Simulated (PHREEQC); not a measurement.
## Brine (model solution)

Consider water at 25 °C with 0.3 mol/kgw MgCl2, 0.00072 mol/kgw H3BO3 and 0.021 mol/kgw KBr. Closed to the air; pH follows from the charge balance.

The numbers come from PHREEQC with the ion-association model, phreeqc.dat.

Each row changes one thing in this solution. Precipitation was switched off in this run.

```tsv
case	pH	H2BO3- (mol/kgw)	MgOH+ (mol/kgw)	SI of Sylvite (KCl)
as made	6.04	7.16e-7	4.97e-7	-3.23
temperature from 25 to 85 °C	5.28	3.22e-7	6.84e-6	-3.53
temperature from 25 to 15 °C	6.13	7.32e-7	2.46e-7	-3.17
H3BO3 from 0.00072 to 0.00036 mol/kgw	6.11	4.25e-7	5.90e-7	-3.23
```

The ionic strength passes 0.7 mol/kgw, the rough limit of the ion-association models, in every such run. Constants without temperature data keep their 25 °C values here.
